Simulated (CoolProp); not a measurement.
Vapour-liquid equilibrium of R143a (1) + fluoroethane (R161) (2) at 229.3 K; x and y are mole fractions of (1).

Values from CoolProp's multi-fluid Helmholtz-energy mixture model, Lemmon and Jacobsen 2000 and Wu 2012; pair parameters Bell 2016.

```json
[
 {"x": "0.05", "bubble pressure, mixture model (MPa)": "0.07781", "bubble pressure, Raoult's law (MPa)": "0.07736", "y, mixture model": "0.081", "y, Raoult's law": "0.077"},
 {"x": "0.125", "bubble pressure, mixture model (MPa)": "0.08160", "bubble pressure, Raoult's law (MPa)": "0.08062", "y, mixture model": "0.190", "y, Raoult's law": "0.184"},
 {"x": "0.2", "bubble pressure, mixture model (MPa)": "0.08521", "bubble pressure, Raoult's law (MPa)": "0.08388", "y, mixture model": "0.288", "y, Raoult's law": "0.283"},
 {"x": "0.275", "bubble pressure, mixture model (MPa)": "…", "bubble pressure, Raoult's law (MPa)": "0.08714", "y, mixture model": "0.377", "y, Raoult's law": "0.374"},
 {"x": "0.35", "bubble pressure, mixture model (MPa)": "…", "bubble pressure, Raoult's law (MPa)": "0.09040", "y, mixture model": "0.459", "y, Raoult's law": "0.459"},
 {"x": "0.425", "bubble pressure, mixture model (MPa)": "0.09532", "bubble pressure, Raoult's law (MPa)": "0.09367", "y, mixture model": "0.535", "y, Raoult's law": "0.538"},
 {"x": "0.5", "bubble pressure, mixture model (MPa)": "0.09851", "bubble pressure, Raoult's law (MPa)": "0.09693", "y, mixture model": "0.606", "y, Raoult's law": "0.612"},
 {"x": "0.575", "bubble pressure, mixture model (MPa)": "0.1016", "bubble pressure, Raoult's law (MPa)": "0.1002", "y, mixture model": "0.673", "y, Raoult's law": "0.681"},
 {"x": "0.65", "bubble pressure, mixture model (MPa)": "0.1047", "bubble pressure, Raoult's law (MPa)": "0.1034", "y, mixture model": "0.737", "y, Raoult's law": "0.746"},
 {"x": "0.725", "bubble pressure, mixture model (MPa)": "0.1078", "bubble pressure, Raoult's law (MPa)": "0.1067", "y, mixture model": "0.797", "y, Raoult's law": "0.806"},
 {"x": "0.8", "bubble pressure, mixture model (MPa)": "…", "bubble pressure, Raoult's law (MPa)": "0.1100", "y, mixture model": "…", "y, Raoult's law": "0.863"},
 {"x": "0.875", "bubble pressure, mixture model (MPa)": "…", "bubble pressure, Raoult's law (MPa)": "0.1132", "y, mixture model": "0.911", "y, Raoult's law": "0.917"},
 {"x": "0.95", "bubble pressure, mixture model (MPa)": "0.1167", "bubble pressure, Raoult's law (MPa)": "0.1165", "y, mixture model": "0.965", "y, Raoult's law": "0.968"}
]
```

Task: Some entries are withheld; supply them.

Result: 
- 0.275, bubble pressure, mixture model (MPa): 0.08869
- 0.35, bubble pressure, mixture model (MPa): 0.09206
- 0.8, bubble pressure, mixture model (MPa): 0.1108
- 0.8, y, mixture model: 0.855
- 0.875, bubble pressure, mixture model (MPa): 0.1137

The largest gap from Raoult's law is +1.8 % in bubble pressure, at x = 0.35. No azeotrope shows between x = 0.05 and 0.95.

Pair parameters are fitted to limited data, so mixtures are less certain than the pure fluids.
